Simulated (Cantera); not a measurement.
An adiabatic, constant-volume homogeneous reactor starts with CH₄ : O₂ : N₂ = 1 : 1.54 : 7.54 (molar parts), at 1550 K and 100000 Pa.

Computed with Cantera and GRI-Mech 3.0 (53 species, 325 reactions).

One state of this run: T (K) = 2854; P (bar) = 1.97; x CH₄ = <1e-12; x O₂ = 0.00418; x N₂O = 3.88e-7; x O = 0.00309; x NO = 0.00518. x: mole fraction; the columns are a selection and need not sum to one.

### Question
Which value of t (s) does it belong to?
A) 0.00102
B) 2.32e-5
C) 0.00264
D) 0.000398

### Answer
C, 0.00264
